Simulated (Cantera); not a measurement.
A diamond (100) surface in a fixed gas of H2 with x(CH4) = 0.0029, x(H) = 0.0039, at 1375 K, 0.0474 atm; coverages are run to steady state.

Computed with Cantera and the Harris–Goodwin 1993 mechanism for the reconstructed diamond (100) surface.

One state of this run: growth (µm/h) = 5.40; θ c6HH = 0.357; θ c6H* = 0.0563; θ c6*H = 0.534; θ c6** = 0.0496; θ c6HM = 0.000343. θ: site fractions in the mechanism's names (c6HH fully hydrogenated, c6H* and c6*H radical sites, c6** diradical, c6HM methylated).

Which value of x(CH3) does it belong to?
A) 0.0001
B) 0.00066
C) 0.0017
D) 2.5e-06

B, 0.00066
